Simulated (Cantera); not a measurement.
Charge: 1 mol SiC, 0.018 mol H2O, 12 mol N2, at 18.0 mbar.

Equilibrium computed with Cantera from the NASA thermochemical tables; the gas is ideal and each condensed phase is pure. Candidate condensed phases: C, C6H6, C7H8, C8H18, H2O, Si, SiC, SiO2, Si2N2O, Si3N4; 151 gas species. N2 is the only nitrogen source here; it is nearly inert below about 1500 K, so the nitride shown seldom forms there in practice. Mutual solubility and eutectic melting of coexisting phases are not modelled. Rates play no part.

Q: Which condensed phases are stable at each of these points (T (K)): 1173, 1273, 1373, 1473, 1573, 1673, 1773?

A: 
| T (K) | condensed phases | Si condensed (%) |
|---|---|---|
| 1173 | C(graphite) + Si2N2O(s) + Si3N4(s) | 100.0 |
| 1273 | C(graphite) + Si2N2O(s) + Si3N4(s) | 100.0 |
| 1373 | C(graphite) + Si2N2O(s) + Si3N4(s) | 100.0 |
| 1473 | SiC(s) + Si2N2O(s) | 100.0 |
| 1573 | SiC(s) + Si2N2O(s) | 99.9 |
| 1673 | SiC(s) + Si3N4(s) | 99.4 |
| 1773 | SiC(s) | 99.1 |

From 1173 K to 1373 K the condensed part is C(graphite) + Si2N2O(s) + Si3N4(s). From 1473 K to 1573 K the condensed part is SiC(s) + Si2N2O(s). At 1673 K the condensed part is SiC(s) + Si3N4(s). At 1773 K the condensed part is SiC(s).
